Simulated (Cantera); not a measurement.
A closed system holds: 1 mol Si, a varied amount of HCl, 6 mol H2, at 277 °C and 35000 Pa.

Equilibrium computed with Cantera from the NASA thermochemical tables; the gas is ideal and each condensed phase is pure. Candidate condensed phases: Si; 19 gas species. The numbers say what is thermodynamically allowed, not how fast it happens.

Question: At 0.59 mol HCl, list the 4 most abundant gas species with their mole fractions, and the condensed phases.

Answer: H2 0.974, SiCl4 0.0136, SiHCl3 0.0122, SiH2Cl2 0.000459. Condensed: Si(s).
